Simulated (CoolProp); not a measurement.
Model: reference Helmholtz-energy equation of state, Zhou 2011, in CoolProp.

Task: Give the vapour pressure (MPa), enthalpy of vaporisation (kJ/kg), liquid cp (kJ/(kg K)), vapour Z of saturated dimethyl carbonate at 409.3, 458.4, 507.4 K.

Result: 
```
T (K)  p (MPa)  enthalpy of vaporisation (kJ/kg)  liquid cp (kJ/(kg K))  vapour Z
-----  -------  --------------------------------  ---------------------  --------
409.3    0.363                               341                   2.09     0.927
458.4     1.03                               297                   2.27     0.844
507.4     2.37                               234                   2.66     0.704
```
